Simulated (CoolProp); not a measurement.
Vapour-liquid equilibrium of m-xylene (1) + o-xylene (2) at 91.5 kPa; x and y are mole fractions of (1).

The numbers come from the multi-fluid Helmholtz-energy mixture model, Zhou 2012 and Zhou 2012; pair parameters Bell 2016 in CoolProp.

```tsv
x	bubble temperature, mixture model (K)	bubble temperature, Raoult's law (K)	y, mixture model	y, Raoult's law
0.05	413.5	413.4	0.056	0.057
0.2	412.7	412.6	0.222	0.224
0.35	411.8	411.8	0.383	0.383
0.5	411.0	411.0	0.536	0.536
0.65	410.2	410.2	0.682	0.682
0.8	409.4	409.4	0.821	0.822
0.95	408.7	408.7	0.956	0.956
```

The largest gap from Raoult's law is +0.1 K in bubble temperature, at x = 0.2. No azeotrope shows between x = 0.05 and 0.95.

The pair parameters rest on a limited set of measurements; away from them the model extrapolates.
